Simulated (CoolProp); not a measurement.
Properties of R142b along the isotherm 194.45 °C (Tc = 137.1 °C, pc = 4055 kPa, ω = 0.232).

Values from CoolProp's reference Helmholtz-energy equation of state, Lemmon 2006. It is a short technical equation, of lower accuracy than the large ones.

```tsv
p (kPa)	phase	cp (kJ/(kg K))	conductivity (mW/(m K))
6.41	gas	1.081	24.7
9.98	gas	1.081	24.7
15.5	gas	1.081	24.7
24.2	gas	1.081	24.7
37.7	gas	1.082	24.7
58.7	gas	1.083	24.7
91.4	gas	1.084	24.7
142	gas	1.085	24.7
222	gas	1.088	24.8
345	gas	1.092	24.9
537	gas	1.099	25.0
836	gas	1.111	25.3
1300	gas	1.131	25.7
2030	gas	1.169	26.4
```

Thermal conductivity comes from a separate model (Huber 2003), an estimate that may be off by 10 % or more.
